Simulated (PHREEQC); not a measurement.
A solution holds 0.028 mol ZnBr2 and 7.6e-05 mol Cu(NO3)2 per kg of water, at 25 °C. Closed to the air; pH follows from the charge balance.

Computed with PHREEQC (ion-association model, phreeqc.dat).

```json
{
 "pH": "5.43",
 "ionic_strength": "0.0839 mol/kgw",
 "specific_conductance": "5700 µS/cm",
 "density": "1.003 g/cm³"
}
```

```tsv
species	molality	activity	log γ
Br-	0.0558	0.0429	-0.115
Zn+2	0.0278	0.0111	-0.400
ZnBr+	0.000158	0.000125	-0.102
NO3-	0.000152	0.000117	-0.115
Cu+2	7.58e-5	3.19e-5	-0.376
H+	4.42e-6	3.68e-6	-0.080
ZnOH+	4.17e-6	3.30e-6	-0.102
ZnBr2	2.09e-6	2.13e-6	0.008
```

This is a speciation only: nothing precipitates in the calculation.
